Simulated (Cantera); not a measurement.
**Low-pressure radical oxidation in H2/O2**

An isothermal, constant-pressure homogeneous reactor starts with H2 : O2 : N2 = 0.017 : 1 : 3 (molar parts), equivalence ratio 0.0085, at 950 K and 10.00 Torr.

Cantera simulation using GRI-Mech 3.0 (53 species, 325 reactions); the numbers are that mechanism's predictions, not measurements. Radical loss at walls, strong at low pressure, is not modelled.

| t (s) | x H2 | x O2 | x HO2 | x NO | x H2O2 |
|---|---|---|---|---|---|
| 0.000100 | 0.00423 | 0.249 | <1e-12 | <1e-12 | <1e-12 |
| 0.000228 | 0.00423 | 0.249 | <1e-12 | <1e-12 | <1e-12 |
| 0.000518 | 0.00423 | 0.249 | 1.26e-12 | <1e-12 | <1e-12 |
| 0.00118 | 0.00423 | 0.249 | 2.89e-12 | <1e-12 | <1e-12 |
| 0.00268 | 0.00423 | 0.249 | 6.67e-12 | <1e-12 | <1e-12 |
| 0.00611 | 0.00423 | 0.249 | 1.58e-11 | <1e-12 | <1e-12 |
| 0.0139 | 0.00423 | 0.249 | 4.64e-11 | <1e-12 | <1e-12 |
| 0.0316 | 0.00423 | 0.249 | 1.93e-9 | <1e-12 | <1e-12 |
| 0.0720 | 0.00257 | 0.248 | 1.52e-6 | 1.28e-10 | 4.36e-8 |
| 0.164 | 4.70e-5 | 0.247 | 9.52e-7 | 5.92e-9 | 1.16e-8 |
| 0.373 | 8.90e-6 | 0.247 | 5.16e-7 | 7.01e-9 | 7.12e-9 |
| 0.848 | 2.10e-6 | 0.247 | 2.59e-7 | 7.13e-9 | 5.84e-9 |
| 1.93 | 4.46e-7 | 0.247 | 1.09e-7 | 7.14e-9 | 4.28e-9 |
| 4.39 | 8.92e-8 | 0.247 | 3.92e-8 | 7.13e-9 | 2.50e-9 |
| 10.0 | 1.82e-8 | 0.247 | 1.27e-8 | 7.12e-9 | 1.14e-9 |
x: mole fraction; the columns are a selection and need not sum to one.

Equilibrium at this temperature and pressure: H2 1.35e-12, O2 0.247, HO2 3.17e-11, NO 1.87e-5, H2O2 <1e-12 (gas phase only).
